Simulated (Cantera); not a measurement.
What does this Cantera script print?

```python
import numpy as np
import cantera as ct

gas = ct.Solution("h2o2.yaml")
gas.TPX = 1400, 1700, {'H2': 0.07, 'O2': 1}
reactor = ct.IdealGasConstPressureReactor(gas, energy="off", clone=False)
net = ct.ReactorNet([reactor])
net.rtol, net.atol = 1e-08, 1e-18
show = ['H2', 'O2', 'H2O2', 'H2O', 'H']
times = np.geomspace(0.0002, 10, 10)

steps = ct.SolutionArray(gas, extra=["t"])
rows = []
print(f"{'t/s':>10s}{'T/K':>9s}{'P/Pa':>11s}" + "".join(f"{s:>11s}" for s in show))
for t in times:
    while net.time < t:
        t_next = net.step()
        steps.append(gas.state, t=t_next)
    rows.append([np.interp(t, steps.t, y) for y in (steps.T, steps.P, *steps(*show).X.T)])
    print(f"{t:10.3e}{rows[-1][0]:9.1f}{rows[-1][1]:11.4g}" + "".join(f"{x:11.3e}" for x in rows[-1][2:]))
rate = np.gradient(steps.T, steps.t)
print("integrator steps:", len(steps.t))
if steps.T.max() > steps.T[0] + 200:
    print(f"time of steepest temperature rise: {steps.t[rate.argmax()]:.4e} s")
gas.TPX = 1400, 1700, {'H2': 0.07, 'O2': 1}
gas.equilibrate("TP")
print(f"equilibrium (TP): T = {gas.T:.1f} K  " + "  ".join(f"{s} {gas[s].X[0]:.3e}" for s in show))
```

Output:

```
       t/s      T/K       P/Pa         H2         O2       H2O2        H2O          H
 2.000e-04   1400.0       1700  6.542e-02  9.346e-01  1.041e-09  3.086e-06  1.163e-06
 6.655e-04   1400.0       1700  4.734e-02  9.207e-01  6.916e-08  1.292e-02  4.196e-03
 2.214e-03   1400.0       1700  1.356e-03  8.821e-01  8.700e-08  5.604e-02  8.871e-03
 7.368e-03   1400.0       1700  1.206e-03  8.884e-01  8.595e-08  5.746e-02  7.288e-03
 2.452e-02   1400.0       1700  8.277e-04  9.031e-01  8.008e-08  6.072e-02  3.954e-03
 8.158e-02   1400.0       1700  2.991e-04  9.218e-01  5.766e-08  6.475e-02  8.141e-04
 2.714e-01   1400.0       1700  4.969e-05  9.303e-01  2.542e-08  6.675e-02  5.380e-05
 9.032e-01   1400.0       1700  6.459e-06  9.319e-01  7.882e-09  6.735e-02  2.510e-06
 3.005e+00   1400.0       1700  1.036e-06  9.322e-01  2.293e-09  6.752e-02  1.616e-07
 1.000e+01   1400.0       1700  2.980e-07  9.323e-01  1.045e-09  6.757e-02  2.500e-08
integrator steps: 1652
equilibrium (TP): T = 1400.0 K  H2 2.442e-07  O2 9.323e-01  H2O2 9.514e-10  H2O 6.758e-02  H 1.856e-08
```

Detailed kinetics in Cantera: the H2/O2 subset of GRI-Mech 3.0, which has no nitrogen chemistry. Radical loss at walls, strong at low pressure, is not modelled. The temperature is held fixed by assumption; the heat of reaction is taken as removed at once.
